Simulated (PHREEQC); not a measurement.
0.96 g of hydrous ferric oxide (600 m²/g; 0.2 weak and 0.005 strong sites per Fe, Dzombak-Morel constants, diffuse double layer) in 1 kg of water with 0.001 mol/kgw of an inert sodium salt and 0.0029 mol/kgw Na2HAsO4 and 0.00027 mol/kgw MnCl2, at 25 °C; the pH is set by adding NaOH or the inert anion's acid. The system is closed to oxygen. No CO2 enters from the air. Nothing may precipitate in this run.

The series has 17 steps of pH, from 3 to 11.

The numbers come from PHREEQC with the ion-association model, wateq4f.dat.

Near which pH is half of the As sorbed, and on which side is more sorbed?

Near pH 7.7, with more sorbed at lower pH.

Near which pH is half of the Mn sorbed, and on which side is more sorbed?

Near pH 7.1, with more sorbed at higher pH.

At which pH does the surface charge pass through zero?

Near pH 4.4.

Along this series the solution becomes supersaturated in solids that the run did not let form, among them Mn3(AsO4)2:8H2O. The database has no arsenate complexes of Mn. The oxide is taken as insoluble; below pH 4 it would dissolve.
